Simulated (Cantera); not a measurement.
A perfectly stirred reactor is fed with 1.59 % CH4, 5.04 % O2, 93.4 % N2, at 1.50 bar; it is held at 1450 K, and followed from long to short residence time.

Model: GRI-Mech 3.0 (53 species, 325 reactions), integrated in Cantera. The temperature is held fixed by assumption; the heat of reaction is taken as removed at once.

x: mole fraction; the columns are a selection and need not sum to one.

```
τ (s)        x CH4    x O2         x O       x N2O       x NO2        x H2   x H2O
------  ----------  ------  ----------  ----------  ----------  ----------  ------
14         6.73e-7  0.0187     1.77e-6     1.87e-7     7.37e-9     1.72e-6  0.0317
4.7        1.38e-6  0.0187     3.45e-6     3.35e-7     1.03e-8     3.44e-6  0.0317
1.6        2.77e-6  0.0187     6.77e-6     5.54e-7     1.30e-8     6.94e-6  0.0317
0.56    (withheld)  0.0187  (withheld)  (withheld)     1.34e-8  (withheld)  0.0317
0.19    (withheld)  0.0187  (withheld)     9.10e-7  (withheld)  (withheld)  0.0316
0.066      2.12e-5  0.0188     5.15e-5     8.67e-7     7.31e-9     5.84e-5  0.0315
0.023      4.07e-5  0.0190     9.90e-5     7.25e-7     4.87e-9    0.000118  0.0314
0.0077     7.90e-5  0.0194    0.000188     5.58e-7     3.58e-9    0.000238  0.0311
```

### Question
Complete the blanks.

### Answer

- 0.56, x CH4: 5.47e-6
- 0.56, x O: 1.32e-5
- 0.56, x N2O: 7.84e-7
- 0.56, x H2: 1.39e-5
- 0.19, x CH4: 1.09e-5
- 0.19, x O: 2.63e-5
- 0.19, x NO2: 1.08e-8
- 0.19, x H2: 2.87e-5
